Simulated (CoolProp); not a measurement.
Saturation properties of 1-butene.

Values from CoolProp's reference Helmholtz-energy equation of state, Lemmon 2005. It is a short technical equation, of lower accuracy than the large ones.

| T (°C) | p (bar) | liquid density (kg/m³) | enthalpy of vaporisation (kJ/kg) | vapour Z |
|---|---|---|---|---|
| 14.55 | 2.137 | 601.1 | 371.6 | 0.9304 |
| 27.65 | 3.218 | 584.8 | 357.4 | 0.9084 |
| 40.65 | 4.656 | 568.0 | 342.3 | 0.8825 |
| 53.75 | 6.542 | 549.9 | 325.7 | 0.8522 |
| 66.85 | 8.941 | 530.7 | 307.3 | 0.8169 |
| 79.95 | 11.93 | 509.7 | 286.7 | 0.7760 |
| 93.05 | 15.61 | 486.6 | 263.2 | 0.7285 |
| 106.05 | 20.02 | 460.4 | 235.7 | 0.6728 |
| 119.15 | 25.37 | 428.8 | 201.6 | 0.6046 |
| 132.25 | 31.77 | 386.9 | 155.2 | 0.5149 |

It boils at -6.3 °C under 1 atm.
